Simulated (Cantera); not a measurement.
What does this Cantera script print?

```python
import numpy as np
import cantera as ct

gas_names = """
    Hg N NO NO2 NO3 N2 N2O O O2 O3
""".split()
cond_names = """
    Hg(cr) Hg(L) HgO(s)
""".split()


# ... load() reads the species with a 1 bar reference pressure and builds the phases ...
atoms = {
    'Hg': {'Hg': 1},
    'O2': {'O': 2},
    'N2': {'N': 2},
}
top_T = {}  # K; cautious upper limits of use, not melting points


# ... equilibrate(T, P, feed) seeds the gas with the atoms and calls Mixture.equilibrate('TP', solver="vcs", rtol=1e-11, max_steps=5000) ...
results = []
feed = {'Hg': 1, 'O2': 0.017, 'N2': 0.26}  # mol
for P in [10, 36, 130, 460, 1700, 6000, 22000, 77000, 280000, 1000000]:
    for T in [675, 775, 875, 975, 1075, 1175, 1275, 1375, 1475, 1575]:
        mix = equilibrate(T, P, feed)
        results.append((T, P, feed, dict(zip(mix.species_names, mix.species_moles))))

for T, P, feed, n in results:
    print(f"{T:7g} {P:10.4g}  " + (" + ".join(c for c in cond_names if n.get(c, 0) > 1e-12) or "gas only"))
```

It prints:

```
    675         10  gas only
    775         10  gas only
    875         10  gas only
    975         10  gas only
   1075         10  gas only
   1175         10  gas only
   1275         10  gas only
   1375         10  gas only
   1475         10  gas only
   1575         10  gas only
    675         36  gas only
    775         36  gas only
    875         36  gas only
    975         36  gas only
   1075         36  gas only
   1175         36  gas only
   1275         36  gas only
   1375         36  gas only
   1475         36  gas only
   1575         36  gas only
    675        130  gas only
    775        130  gas only
    875        130  gas only
    975        130  gas only
   1075        130  gas only
   1175        130  gas only
   1275        130  gas only
   1375        130  gas only
   1475        130  gas only
   1575        130  gas only
    675        460  gas only
    775        460  gas only
    875        460  gas only
    975        460  gas only
   1075        460  gas only
   1175        460  gas only
   1275        460  gas only
   1375        460  gas only
   1475        460  gas only
   1575        460  gas only
    675       1700  gas only
    775       1700  gas only
    875       1700  gas only
    975       1700  gas only
   1075       1700  gas only
   1175       1700  gas only
   1275       1700  gas only
   1375       1700  gas only
   1475       1700  gas only
   1575       1700  gas only
    675       6000  gas only
    775       6000  gas only
    875       6000  gas only
    975       6000  gas only
   1075       6000  gas only
   1175       6000  gas only
   1275       6000  gas only
   1375       6000  gas only
   1475       6000  gas only
   1575       6000  gas only
    675    2.2e+04  gas only
    775    2.2e+04  gas only
    875    2.2e+04  gas only
    975    2.2e+04  gas only
   1075    2.2e+04  gas only
   1175    2.2e+04  gas only
   1275    2.2e+04  gas only
   1375    2.2e+04  gas only
   1475    2.2e+04  gas only
   1575    2.2e+04  gas only
    675    7.7e+04  gas only
    775    7.7e+04  gas only
    875    7.7e+04  gas only
    975    7.7e+04  gas only
   1075    7.7e+04  gas only
   1175    7.7e+04  gas only
   1275    7.7e+04  gas only
   1375    7.7e+04  gas only
   1475    7.7e+04  gas only
   1575    7.7e+04  gas only
    675    2.8e+05  Hg(L) + HgO(s)
    775    2.8e+05  gas only
    875    2.8e+05  gas only
    975    2.8e+05  gas only
   1075    2.8e+05  gas only
   1175    2.8e+05  gas only
   1275    2.8e+05  gas only
   1375    2.8e+05  gas only
   1475    2.8e+05  gas only
   1575    2.8e+05  gas only
    675      1e+06  Hg(L) + HgO(s)
    775      1e+06  HgO(s)
    875      1e+06  gas only
    975      1e+06  gas only
   1075      1e+06  gas only
   1175      1e+06  gas only
   1275      1e+06  gas only
   1375      1e+06  gas only
   1475      1e+06  gas only
   1575      1e+06  gas only
```

Equilibrium computed with Cantera from the NASA thermochemical tables; the gas is ideal and each condensed phase is pure.
